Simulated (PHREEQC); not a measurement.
Dissolve 8.2 mmol/kgw BaCl2 and 0.00355 mmol/kgw CO2 at 41 °C. Closed to the air; pH follows from the charge balance.

Computed with PHREEQC (Pitzer model, pitzer.dat).

Task: The ionic strength comes out as 0.0246 mol/kgw. What activity coefficients do Cl-, HCO3-, Ba+2, H+ get?

Result: Cl- 0.86, HCO3- 0.84, Ba+2 0.54, H+ 0.85. Single-ion values are on the MacInnes scale.

No solid was allowed to form. Constants without temperature data keep their 25 °C values here.
